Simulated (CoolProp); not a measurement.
A single-stage vapour-compression cycle with R236FA: evaporating at 232.15 K (dew point), condensing at 285.15 K (bubble point), superheat 2 K, subcooling 5 K, compressor efficiency 0.65, no pressure losses. Each further row changes one setting.

Values from CoolProp's reference Helmholtz-energy equation of state, Pan 2012.

```csv
case,cooling COP,pressure ratio,discharge temperature (K),refrigerating effect (kJ/kg),volumetric capacity (kJ/m³)
as stated,2.32,12.5,306.3,123,134
evaporating temperature 237.15 K,2.69,9.27,303.3,127,182
condensing temperature 280.15 K,2.64,10.3,300.7,129,141
subcooling 10 K,2.43,12.5,306.3,129,141
superheat 12 K,2.35,12.5,317.4,131,136
compressor efficiency 0.55,1.96,12.5,317.4,123,134
```
